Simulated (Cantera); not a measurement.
# Low-pressure radical oxidation in H2/O2

An isothermal, constant-pressure homogeneous reactor starts with 0.428 % H₂, 99.6 % O₂, equivalence ratio 0.0022, at 1423 K and 0.0132 atm.

Cantera simulation using the H2/O2 subset of GRI-Mech 3.0, which has no nitrogen chemistry; the numbers are that mechanism's predictions, not measurements. Radical loss at walls, strong at low pressure, is not modelled.

```json
[
 {"t (s)": "3.00e-6", "x H₂": "0.00428", "x O₂": "0.996", "x H₂O": "<1e-12", "x HO₂": "4.09e-10", "x OH": "3.21e-11"},
 {"t (s)": "1.96e-5", "x H₂": "0.00428", "x O₂": "0.996", "x H₂O": "1.31e-11", "x HO₂": "2.67e-9", "x OH": "1.03e-9"},
 {"t (s)": "0.000128", "x H₂": "0.00428", "x O₂": "0.996", "x H₂O": "1.55e-9", "x HO₂": "1.75e-8", "x OH": "1.56e-8"},
 {"t (s)": "0.000838", "x H₂": "0.00428", "x O₂": "0.996", "x H₂O": "1.19e-7", "x HO₂": "1.14e-7", "x OH": "2.00e-7"},
 {"t (s)": "0.00548", "x H₂": "0.00387", "x O₂": "0.995", "x H₂O": "0.000289", "x HO₂": "4.46e-7", "x OH": "0.000228"},
 {"t (s)": "0.0358", "x H₂": "7.19e-6", "x O₂": "0.992", "x H₂O": "0.00395", "x HO₂": "1.60e-7", "x OH": "0.000600"},
 {"t (s)": "0.234", "x H₂": "6.13e-6", "x O₂": "0.992", "x H₂O": "0.00398", "x HO₂": "1.46e-7", "x OH": "0.000555"},
 {"t (s)": "1.53", "x H₂": "2.72e-6", "x O₂": "0.994", "x H₂O": "0.00409", "x HO₂": "9.14e-8", "x OH": "0.000370"},
 {"t (s)": "10.0", "x H₂": "2.86e-7", "x O₂": "0.996", "x H₂O": "0.00423", "x HO₂": "2.55e-8", "x OH": "0.000120"}
]
```
x: mole fraction; the columns are a selection and need not sum to one.

Equilibrium at this temperature and pressure: H₂ 2.39e-8, O₂ 0.996, H₂O 0.00427, HO₂ 2.45e-8, OH 3.48e-5 (gas phase only).
